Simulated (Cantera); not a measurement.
A perfectly stirred reactor is fed with C2H6 : N2 = 1 : 190 (molar parts), at 0.691 atm; it is held at 1950 K, and followed from long to short residence time.

Cantera simulation using GRI-Mech 3.0 (53 species, 325 reactions); the numbers are that mechanism's predictions, not measurements. GRI-Mech 3.0 stops at C3 and has no aromatics, soot or wall deposition, so with more carbon than oxygen in the feed, carbon stays in small species such as C2H2 where larger ones or solid carbon would form.

| quantity | before | after |
|---|---|---|
| x(C2H6) at τ = 8.60 s | 5.84e-9 | 5.65e-8 |
| x(CH4) at τ = 8.60 s | 2.37e-5 | 0.000172 |
| x(HCN) at τ = 8.60 s | 0.00285 | 0.000201 |
| x(CH3) at τ = 8.60 s | 6.46e-6 | 1.03e-5 |
| x(C2H4) at τ = 8.60 s | 2.83e-7 | 1.66e-6 |
| x(C2H6) at τ = 0.150 s | 3.38e-7 | 2.75e-6 |
| x(CH4) at τ = 0.150 s | 0.000176 | 0.000717 |
| x(HCN) at τ = 0.150 s | 0.000894 | 5.16e-5 |
| x(CH3) at τ = 0.150 s | 5.47e-5 | 6.95e-5 |
| x(C2H4) at τ = 0.150 s | 3.16e-6 | 2.06e-5 |

Q: Name the change that produced these shifts.
A) temperature 1950 to 1300 K
B) C2H6 1 to 1.9 parts
C) pressure from 0.691 atm to 0.0132 atm
D) temperature 1950 to 1750 K

A: D, temperature 1950 to 1750 K
